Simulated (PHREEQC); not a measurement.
0.83 g of hydrous ferric oxide (600 m²/g; 0.2 weak and 0.005 strong sites per Fe, Dzombak-Morel constants, diffuse double layer) in 1 kg of water with 0.001 mol/kgw of an inert sodium salt, at 25 °C; the pH is set by adding NaOH or the inert anion's acid. Oxygen is held at 0.21 atm. CO2 from the air is kept out. Nothing may precipitate in this run.

Equilibrium calculation in PHREEQC: ion-association model, wateq4f.dat.

```csv
pH,surface charge σ (C/m²),surface potential ψ (mV)
3,0.266,229
3.38,0.205,224
3.75,0.155,216
4.12,0.115,204
4.5,0.083,…
4.88,0.059,174
5.25,0.041,157
5.62,0.029,…
6,0.019,119
6.38,0.013,99
6.75,0.008,78
7.12,0.005,57
7.5,…,…
7.88,0.001,13
8.25,-0.001,-8
8.62,-0.002,-29
9,-0.004,-51
```

Q: Fill in the missing entries.

A: 
- 4.5, surface potential ψ (mV): 190
- 5.62, surface potential ψ (mV): 139
- 7.5, surface charge σ (C/m²): 0.003
- 7.5, surface potential ψ (mV): 35

The oxide is taken as insoluble; below pH 4 it would dissolve.
